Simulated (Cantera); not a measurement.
What does this Cantera script print?

```python
import numpy as np
import cantera as ct

gas_names = """
    B BH BH2 BH3 BO BO2 B2 B2O B2O2 B2O3 B3O3H3 H HBO HBO2 HO2 H2 H2O H2O2 H3B3O6 O OH O2 O3
""".split()
cond_names = """
    B(b) B(L) B2O3(L) B3O3H3(cr) H2O(s) H2O(L)
""".split()


# ... load() reads the species with a 1 bar reference pressure and builds the phases ...
atoms = {
    'B2O3': {'B': 2, 'O': 3},
    'O2': {'O': 2},
    'H2': {'H': 2},
}
top_T = {}  # K; cautious upper limits of use, not melting points


# ... equilibrate(T, P, feed) seeds the gas with the atoms and calls Mixture.equilibrate('TP', solver="vcs", rtol=1e-11, max_steps=5000) ...
results = []
feed = {'B2O3': 1, 'O2': 2.2, 'H2': 14}  # mol
P = 2000  # Pa
for T in [1050, 1150, 1250, 1350, 1450, 1550, 1650, 1750, 1850, 1950, 2050, 2150, 2250]:
    mix = equilibrate(T, P, feed)
    results.append((T, P, feed, dict(zip(mix.species_names, mix.species_moles))))
    x = sorted(zip(gas.X, gas.species_names), reverse=True)
    print(f"T = {T:g} K  P = {P:g} Pa  gas = {mix.phase_moles(0):.4g} mol")
    print("   x: " + "  ".join(f"{s} {v:.3e}" for v, s in x if v > 0.0001))
    print("   condensed (mol): " + ("  ".join(f"{mix.phase(i).name} {mix.phase_moles(i):.4g}"
          for i in range(1, mix.n_phases) if mix.phase_moles(i) > 1e-12) or "none"))
```

Output:

```
T = 1050 K  P = 2000 Pa  gas = 14 mol
   x: H2 6.858e-01  H2O 3.134e-01  H3B3O6 5.424e-04  HBO2 2.807e-04
   condensed (mol): B2O3(L) 0.9866
T = 1150 K  P = 2000 Pa  gas = 14.01 mol
   x: H2 6.853e-01  H2O 3.128e-01  HBO2 1.561e-03  H3B3O6 3.509e-04
   condensed (mol): B2O3(L) 0.9817
T = 1250 K  P = 2000 Pa  gas = 14.04 mol
   x: H2 6.836e-01  H2O 3.097e-01  HBO2 6.473e-03  H3B3O6 2.378e-04
   condensed (mol): B2O3(L) 0.9495
T = 1350 K  P = 2000 Pa  gas = 14.15 mol
   x: H2 6.784e-01  H2O 3.001e-01  HBO2 2.124e-02  H3B3O6 1.636e-04
   condensed (mol): B2O3(L) 0.8457
T = 1450 K  P = 2000 Pa  gas = 14.42 mol
   x: H2 6.658e-01  H2O 2.766e-01  HBO2 5.698e-02  B2O3 3.757e-04  H3B3O6 1.086e-04
   condensed (mol): B2O3(L) 0.5811
T = 1550 K  P = 2000 Pa  gas = 14.99 mol
   x: H2 6.400e-01  H2O 2.304e-01  HBO2 1.262e-01  B2O3 2.913e-03  HBO 2.584e-04  H 1.782e-04
   condensed (mol): B2O3(L) 0.00673
T = 1650 K  P = 2000 Pa  gas = 15 mol
   x: H2 6.391e-01  H2O 2.307e-01  HBO2 1.255e-01  B2O3 3.666e-03  H 5.136e-04  HBO 4.419e-04
   condensed (mol): none
T = 1750 K  P = 2000 Pa  gas = 15.01 mol
   x: H2 6.382e-01  H2O 2.316e-01  HBO2 1.237e-01  B2O3 4.402e-03  H 1.314e-03  HBO 7.016e-04
   condensed (mol): none
T = 1850 K  P = 2000 Pa  gas = 15.02 mol
   x: H2 6.364e-01  H2O 2.325e-01  HBO2 1.216e-01  B2O3 5.146e-03  H 3.039e-03  HBO 1.053e-03
   condensed (mol): none
T = 1950 K  P = 2000 Pa  gas = 15.05 mol
   x: H2 6.331e-01  H2O 2.333e-01  HBO2 1.192e-01  H 6.449e-03  B2O3 5.870e-03  HBO 1.504e-03  BO 2.334e-04  OH 2.158e-04  BO2 1.334e-04
   condensed (mol): none
T = 2050 K  P = 2000 Pa  gas = 15.11 mol
   x: H2 6.272e-01  H2O 2.337e-01  HBO2 1.163e-01  H 1.270e-02  B2O3 6.534e-03  HBO 2.054e-03  BO 5.762e-04  OH 5.174e-04  BO2 3.107e-04
   condensed (mol): none
T = 2150 K  P = 2000 Pa  gas = 15.2 mol
   x: H2 6.174e-01  H2O 2.336e-01  HBO2 1.127e-01  H 2.343e-02  B2O3 7.086e-03  HBO 2.685e-03  BO 1.292e-03  OH 1.145e-03  BO2 6.654e-04
   condensed (mol): none
T = 2250 K  P = 2000 Pa  gas = 15.36 mol
   x: H2 6.018e-01  H2O 2.323e-01  HBO2 1.079e-01  H 4.074e-02  B2O3 7.449e-03  HBO 3.355e-03  BO 2.650e-03  OH 2.363e-03  BO2 1.320e-03  O 1.103e-04
   condensed (mol): none
```

Cantera equilibrium calculation (NASA polynomials, part measured and part estimated; ideal gas, pure solids and liquids). Gases not in the tables: H3BO3.
